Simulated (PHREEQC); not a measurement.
Solution (25 °C): 0.19 mol/kgw H2SO4, 0.0029 mol/kgw FeCl3 and 0.29 mol/kgw CuCl2. Closed to the air; pH follows from the charge balance.

Equilibrium calculation in PHREEQC: ion-association model, phreeqc.dat.

```yaml
pH: 0.72
ionic_strength: 0.934 mol/kgw
activity_of_water: 0.979
density: 1.043 g/cm³
total_alkalinity: -386 meq/kg
```

| species | molality | activity | log γ |
|---|---|---|---|
| Cl- | 0.521 | 0.319 | -0.213 |
| H+ | 0.257 | 0.192 | -0.128 |
| Cu+2 | 0.194 | 0.0406 | -0.679 |
| HSO4- | 0.122 | 0.0951 | -0.108 |
| CuCl+ | 0.0574 | 0.0348 | -0.217 |
| CuSO4 | 0.0341 | 0.0423 | 0.093 |
| SO4-2 | 0.0321 | 0.00510 | -0.799 |
| CuCl2 | 0.00480 | 0.00596 | 0.093 |
| FeSO4+ | 0.000954 | 0.000615 | -0.191 |
| FeHSO4+2 | 0.000851 | 0.000316 | -0.431 |
| FeCl+2 | 0.000612 | 0.000106 | -0.762 |
| FeCl2+ | 0.000234 | 0.000151 | -0.191 |
| Fe+3 | 0.000155 | 1.10e-5 | -1.150 |
| Fe(SO4)2- | 8.79e-5 | 6.86e-5 | -0.108 |
| CuCl3- | 1.11e-5 | 6.73e-6 | -0.217 |

No solid was allowed to form. Caution: at this ionic strength the ion-association model is outside its range; a Pitzer model would be the better tool where its parameters exist.
